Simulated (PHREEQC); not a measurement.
Consider water at 84 °C with 4.7 mmol/kgw CaSO4, 0.39 mmol/kgw Na2HPO4 and 0.71 mmol/kgw KCl. Closed to the air; pH follows from the charge balance.

The numbers come from PHREEQC with the ion-association model, phreeqc.dat.

Each row changes one thing in this solution. Precipitation was switched off in this run.

| case | pH | ionic strength (mol/kgw) |
|---|---|---|
| as made | 7.41 | 0.0154 |
| Na2HPO4 left out | 6.40 | ___ |
| temperature from 84 to 50 °C | 7.67 | 0.0159 |
| CaSO4 left out | 8.03 | ___ |
| Na2HPO4 from 0.00039 to 0.000195 mol/kgw | 7.37 | ___ |
| Na2HPO4 from 0.00039 to 0.00195 mol/kgw | 7.50 | 0.0174 |
| KCl left out | 7.41 | 0.0147 |
| CaSO4 from 0.0047 to 0.00517 mol/kgw | ___ | ___ |

**Question.** What belongs in the gaps?

**Answer.** 
- Na2HPO4 left out, ionic strength (mol/kgw): 0.0150
- CaSO4 left out, ionic strength (mol/kgw): 0.00184
- Na2HPO4 from 0.00039 to 0.000195 mol/kgw, ionic strength (mol/kgw): 0.0152
- CaSO4 from 0.0047 to 0.00517 mol/kgw, pH: 7.40
- CaSO4 from 0.0047 to 0.00517 mol/kgw, ionic strength (mol/kgw): 0.0166

Some of these states are supersaturated (in Hydroxyapatite, for instance). Constants without temperature data keep their 25 °C values here.
